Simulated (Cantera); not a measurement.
An adiabatic, constant-pressure homogeneous reactor starts with CH4 : O2 : N2 = 1 : 0.87 : 3.27 (molar parts), at 1425 K and 63000 Pa.

Detailed kinetics in Cantera: GRI-Mech 3.0 (53 species, 325 reactions).

x: mole fraction; the columns are a selection and need not sum to one.

```json
[
 {"t (s)": "7.00e-6", "T (K)": "1425", "x CH4": "0.195", "x O2": "0.169", "x CH2O": "2.92e-9", "x CH2": "<1e-12", "x CH2CO": "<1e-12"},
 {"t (s)": "1.74e-5", "T (K)": "1425", "x CH4": "0.195", "x O2": "0.169", "x CH2O": "1.94e-8", "x CH2": "<1e-12", "x CH2CO": "<1e-12"},
 {"t (s)": "4.33e-5", "T (K)": "1425", "x CH4": "0.195", "x O2": "0.169", "x CH2O": "1.35e-7", "x CH2": "<1e-12", "x CH2CO": "<1e-12"},
 {"t (s)": "0.000108", "T (K)": "1425", "x CH4": "0.195", "x O2": "0.169", "x CH2O": "1.08e-6", "x CH2": "1.75e-12", "x CH2CO": "<1e-12"},
 {"t (s)": "0.000267", "T (K)": "1425", "x CH4": "0.195", "x O2": "0.169", "x CH2O": "9.85e-6", "x CH2": "1.92e-11", "x CH2CO": "1.11e-11"},
 {"t (s)": "0.000665", "T (K)": "1425", "x CH4": "0.194", "x O2": "0.169", "x CH2O": "7.81e-5", "x CH2": "1.44e-10", "x CH2CO": "…"},
 {"t (s)": "0.00165", "T (K)": "1428", "x CH4": "0.193", "x O2": "0.169", "x CH2O": "0.000415", "x CH2": "4.94e-10", "x CH2CO": "…"},
 {"t (s)": "0.00411", "T (K)": "1456", "x CH4": "0.186", "x O2": "0.164", "x CH2O": "0.00214", "x CH2": "6.10e-9", "x CH2CO": "…"},
 {"t (s)": "0.0102", "T (K)": "2299", "x CH4": "2.93e-6", "x O2": "1.24e-6", "x CH2O": "2.22e-8", "x CH2": "4.19e-8", "x CH2CO": "…"},
 {"t (s)": "0.0254", "T (K)": "2295", "x CH4": "4.84e-11", "x O2": "1.60e-6", "x CH2O": "7.78e-9", "x CH2": "<1e-12", "x CH2CO": "<1e-12"},
 {"t (s)": "0.0632", "T (K)": "2296", "x CH4": "4.28e-11", "x O2": "1.61e-6", "x CH2O": "7.78e-9", "x CH2": "<1e-12", "x CH2CO": "<1e-12"},
 {"t (s)": "0.157", "T (K)": "2296", "x CH4": "4.16e-11", "x O2": "1.62e-6", "x CH2O": "7.78e-9", "x CH2": "<1e-12", "x CH2CO": "<1e-12"},
 {"t (s)": "0.390", "T (K)": "2296", "x CH4": "4.14e-11", "x O2": "1.62e-6", "x CH2O": "7.78e-9", "x CH2": "<1e-12", "x CH2CO": "<1e-12"},
 {"t (s)": "0.971", "T (K)": "2296", "x CH4": "4.14e-11", "x O2": "1.62e-6", "x CH2O": "7.78e-9", "x CH2": "<1e-12", "x CH2CO": "<1e-12"},
 {"t (s)": "2.41", "T (K)": "2296", "x CH4": "4.14e-11", "x O2": "1.62e-6", "x CH2O": "7.78e-9", "x CH2": "<1e-12", "x CH2CO": "<1e-12"},
 {"t (s)": "6.00", "T (K)": "2296", "x CH4": "4.14e-11", "x O2": "1.62e-6", "x CH2O": "7.78e-9", "x CH2": "<1e-12", "x CH2CO": "<1e-12"}
]
```

Problem. Some entries are withheld; supply them.

Solution. 
- 0.000665, x CH2CO: 2.28e-9
- 0.00165, x CH2CO: 1.57e-7
- 0.00411, x CH2CO: 1.40e-5
- 0.0102, x CH2CO: 1.91e-8
